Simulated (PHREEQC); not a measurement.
Dissolve 0.021 mol/kgw CuSO4, 0.0015 mol/kgw HBF4 and 0.00055 mol/kgw FeCl3 at 31 °C. Closed to the air; pH follows from the charge balance.

All values are PHREEQC results (ion-association model, phreeqc.dat), not measurements.

No solid was allowed to form.

Task: Order these S species by the share of S that they hold, largest first: SO4-2, HSO4-, CuSO4.

Result: SO4-2 (60 %), CuSO4 (35 %), HSO4- (5.4 %)

The pH is 2.83 and the ionic strength 0.0552 mol/kgw. Examples of supersaturated solids here: Hematite (slow to form), Goethite (slow to form). Others may be too. Complexes and solids missing from the database can't appear. Real BF4- forms and hydrolyses slowly; the run takes it at equilibrium. Fluoro complexes past AlF4- and FeF3 are missing from the database.
